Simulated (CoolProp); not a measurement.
Vapour-liquid equilibrium of CF4 (R14) (1) + CHF3 (R23) (2) at -63.65 °C; x and y are mole fractions of (1).

The numbers come from the multi-fluid Helmholtz-energy mixture model, Platzer 1990 and Penoncello 2003; pair parameters Bell 2016 in CoolProp. This equation is an older, rougher fit; its heat capacities, sound speeds and derivatives of the liquid may be far off and weren't checked against measurements.

Task: Give the bubble pressure and the first vapour's composition at x = 0.125, 0.275, 0.425. Is there an azeotrope?

Result: x = 0.125: 792.0 kPa, y = 0.667; x = 0.275: 1210 kPa, y = 0.787; x = 0.425: 1461 kPa, y = 0.831. No azeotrope shows between x = 0.05 and 0.95.

The pair parameters rest on a limited set of measurements; away from them the model extrapolates. With so large a gap from Raoult's law the liquid may split in two, which this calculation doesn't test in full.
